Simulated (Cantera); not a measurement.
## Hydrocarbon pyrolysis for carbon deposition

An isothermal, constant-pressure homogeneous reactor starts with 1.45 % CH4, 98.6 % N2, at 1723 K and 0.0975 Torr.

Model: GRI-Mech 3.0 (53 species, 325 reactions), integrated in Cantera. GRI-Mech 3.0 stops at C3 and has no aromatics, soot or wall deposition, so with more carbon than oxygen in the feed, carbon stays in small species such as C2H2 where larger ones or solid carbon would form. Radical loss at walls, strong at low pressure, is not modelled.

| t (s) | x CH4 | x CH3 | x H | x H2 | x CH2 | x HCN |
|---|---|---|---|---|---|---|
| 1.00e-5 | 0.0145 | 3.00e-10 | 3.00e-10 | <1e-12 | <1e-12 | <1e-12 |
| 4.61e-5 | 0.0145 | 1.39e-9 | 1.38e-9 | 2.08e-12 | <1e-12 | <1e-12 |
| 0.000213 | 0.0145 | 6.43e-9 | 6.34e-9 | 4.33e-11 | <1e-12 | <1e-12 |
| 0.000980 | 0.0145 | 3.03e-8 | 2.85e-8 | 9.06e-10 | <1e-12 | <1e-12 |
| 0.00452 | 0.0145 | 1.54e-7 | 1.18e-7 | 1.79e-8 | <1e-12 | <1e-12 |
| 0.0208 | 0.0145 | 9.06e-7 | 3.45e-7 | 2.80e-7 | 5.34e-12 | <1e-12 |
| 0.0960 | 0.0145 | 5.30e-6 | 4.68e-7 | 2.42e-6 | 2.00e-10 | <1e-12 |
| 0.443 | 0.0145 | 2.61e-5 | 4.81e-7 | 1.29e-5 | 3.26e-9 | 1.58e-12 |
| 2.04 | 0.0144 | 0.000121 | 7.67e-7 | 7.29e-5 | 4.96e-8 | 9.20e-11 |
| 9.41 | 0.0130 | 0.000471 | 7.84e-6 | 0.00151 | 5.98e-7 | 2.36e-8 |
| 43.4 | 0.00418 | 0.000291 | 5.65e-5 | 0.0148 | 8.43e-7 | 2.53e-6 |
| 200 | 0.000380 | 4.84e-5 | 0.000132 | 0.0207 | 3.07e-7 | 1.67e-5 |
x: mole fraction; the columns are a selection and need not sum to one.

Equilibrium at this temperature and pressure: CH4 9.03e-10, CH3 2.07e-9, H 0.00229, H2 0.0203, CH2 2.47e-10, HCN 0.0132 (gas phase only).
